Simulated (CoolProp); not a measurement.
Vapour-liquid equilibrium of R134a (1) + R142b (2) at -83.15 °C; x and y are mole fractions of (1).

The numbers come from the multi-fluid Helmholtz-energy mixture model, Tillner-Roth 1994 and Lemmon 2006; pair parameters Bell 2016 in CoolProp.

Task: Give the bubble pressure and the first vapour's composition at x = 0.2, 0.35, 0.65. Is there an azeotrope?

Result: x = 0.2: 0.01682 bar, y = 0.420; x = 0.35: 0.01977 bar, y = 0.590; x = 0.65: 0.02432 bar, y = 0.799. No azeotrope shows between x = 0.05 and 0.95.

Pair parameters are fitted to limited data, so mixtures are less certain than the pure fluids.
